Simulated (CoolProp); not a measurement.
Vapour-liquid equilibrium of o-xylene (1) + n-undecane (2) at 83.5 kPa; x and y are mole fractions of (1).

Model: multi-fluid Helmholtz-energy mixture model, Zhou 2012 and Aleksandrov 2011; pair parameters Bell 2016, in CoolProp.

| x | bubble temperature, mixture model (°C) | bubble temperature, Raoult's law (°C) | y, mixture model | y, Raoult's law |
|---|---|---|---|---|
| 0.05 | 184.1 | 183.5 | 0.137 | 0.154 |
| 0.125 | … | 177.4 | 0.311 | 0.338 |
| 0.2 | 173.1 | 172.0 | 0.452 | 0.479 |
| 0.275 | 168.2 | 167.1 | … | 0.588 |
| 0.35 | 163.7 | 162.8 | 0.657 | 0.675 |
| 0.425 | 159.6 | 158.8 | 0.731 | 0.744 |
| 0.5 | 155.8 | 155.2 | 0.791 | 0.801 |
| 0.575 | … | 151.9 | … | 0.847 |
| 0.65 | … | 148.8 | 0.880 | 0.886 |
| 0.725 | 146.3 | 146.0 | 0.914 | 0.918 |
| 0.8 | 143.6 | 143.4 | … | 0.945 |
| 0.875 | 141.1 | 140.9 | 0.967 | 0.968 |
| 0.95 | 138.7 | 138.6 | 0.988 | 0.988 |

Complete the blanks.


- 0.125, bubble temperature, mixture model (°C): 178.4
- 0.275, y, mixture model: 0.566
- 0.575, bubble temperature, mixture model (°C): 152.4
- 0.575, y, mixture model: 0.840
- 0.65, bubble temperature, mixture model (°C): 149.2
- 0.8, y, mixture model: 0.943

The largest gap from Raoult's law is +1.1 K in bubble temperature, at x = 0.2. No azeotrope shows between x = 0.05 and 0.95.

Pair parameters are fitted to limited data, so mixtures are less certain than the pure fluids.
